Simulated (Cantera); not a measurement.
## CuO + C + CO (carbothermic reduction)

Input: 1 mol CuO, 2 mol C, 0.025 mol CO, equilibrated at 548 Torr.

These are equilibrium values from Cantera (NASA tables, ideal gas, pure condensed phases), not measurements of a reactor. Candidate condensed phases: C, Cu, CuO, Cu₂O; 15 gas species. The numbers say what is thermodynamically allowed, not how fast it happens.

```
T (K)  log p CO  log p CO₂  log p Cu  log p Cu₂  n C(graphite)  n Cu(s)  n Cu(l)
-----  --------  ---------  --------  ---------  -------------  -------  -------
1075      -0.17      -1.22     -9.59       <-12           1.08     1.00        0
1150      -0.15      -1.70     -8.54       <-12           1.03     1.00        0
1225      -0.14      -2.15     -7.62     -12.04           1.01     1.00        0
1300      -0.14      -2.56     -6.80     -10.89           1.00     1.00        0
1375      -0.14      -2.93     -6.08      -9.88           1.00        0    1.000
1450      -0.14      -3.25     -5.46      -9.02           1.00        0    1.000
1525      -0.14      -3.55     -4.91      -8.24           1.00        0    1.000
1600      -0.14      -3.81     -4.40      -7.55           1.00        0    1.000
```
log p: log10 of the partial pressure in bar; n: condensed amount in mol.

From 1075 K to 1300 K the condensed part is C(graphite) + Cu(s). From 1375 K to 1600 K the condensed part is C(graphite) + Cu(l).
